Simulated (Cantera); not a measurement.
A Cantera script and what it prints.

```python
import numpy as np
import cantera as ct

gas_names = """
    Cr CrN N N2
""".split()
cond_names = """
    Cr(cr) Cr(L) CrN(s) Cr2N(s)
""".split()


def load(file, names, dense=False):
    # The tables refer to 1 bar. Condensed volumes are neglected.
    table = {s.name: s for s in ct.Species.list_from_file(file)}
    out = []
    for n in names:
        d = dict(table[n].input_data)
        d["thermo"] = dict(d["thermo"], **{"reference-pressure": 1e5})
        if dense:
            d["equation-of-state"] = {"model": "constant-volume", "density": "1e6 g/cm^3"}
        out.append(ct.Species.from_dict(d))
    return out


gas = ct.Solution(thermo="ideal-gas", species=load("nasa_gas.yaml", gas_names))
cond = {s.name: ct.Solution(thermo="fixed-stoichiometry", species=[s], name=s.name)
        for s in load("nasa_condensed.yaml", cond_names, dense=True)}
atoms = {
    'Cr': {'Cr': 1},
    'N2': {'N': 2},
}
top_T = {'CrN(s)': 1900, 'Cr2N(s)': 1900}  # K; cautious upper limits of use, not melting points


def equilibrate(T, P, feed):
    n = {}
    for name, mol in feed.items():
        for a, k in atoms[name].items():
            n[a] = n.get(a, 0.0) + k * mol
    gas.TPX = T, P, n
    mass = sum(n.values()) * gas.mean_molecular_weight
    gas.equilibrate("TP")
    valid = [c for c in cond.values() if c.min_temp <= T <= top_T.get(c.name, c.max_temp)]
    mix = ct.Mixture([(gas, mass / gas.mean_molecular_weight)] + [(c, 0.0) for c in valid])
    mix.T, mix.P = T, P
    mix.equilibrate("TP", solver="vcs", rtol=1e-11, max_steps=5000)
    return mix


results = []
feed = {'Cr': 1, 'N2': 0.29}  # mol
P = 1000  # Pa
for T in [1423, 1523, 1623, 1723, 1823, 1923, 2023, 2123, 2223, 2323, 2423, 2523, 2623]:
    mix = equilibrate(T, P, feed)
    results.append((T, P, feed, dict(zip(mix.species_names, mix.species_moles))))

top = {s: max(r[3][s] / sum(r[3][g] for g in gas_names) for r in results) for s in gas_names}
cols = sorted((s for s in top if top[s] > 0.001), key=lambda s: -top[s])[:9]
seen = [c for c in cond_names if any(r[3].get(c, 0) > 1e-12 for r in results)]
print("log10 of partial pressures in bar; condensed amounts in mol")
print(f"{'T/K':>10s}" + "".join(f"{s[:9]:>10s}" for s in cols + seen))
for T, P, feed, n in results:
    ng = sum(n[g] for g in gas_names)
    print(f"{T:10.4g}" + "".join(f"{np.log10(max(n[s] / ng * P / 1e5, 1e-99)):10.3f}" for s in cols)
          + "".join(f"{n.get(c, 0):10.4g}" for c in seen))
```

It prints:

```
log10 of partial pressures in bar; condensed amounts in mol
       T/K        N2        Cr    Cr(cr)
      1423    -2.000    -6.977         1
      1523    -2.000    -6.048         1
      1623    -2.000    -5.237    0.9998
      1723    -2.001    -4.525    0.9991
      1823    -2.006    -3.894    0.9963
      1923    -2.021    -3.333    0.9859
      2023    -2.069    -2.831    0.9498
      2123    -2.235    -2.379    0.7921
      2223    -2.648    -2.111         0
      2323    -2.648    -2.111         0
      2423    -2.648    -2.111         0
      2523    -2.648    -2.111         0
      2623    -2.648    -2.111         0
```

Method: chemical equilibrium by Gibbs-energy minimisation in Cantera with the NASA 1993 tables (ideal gas, pure condensed phases).
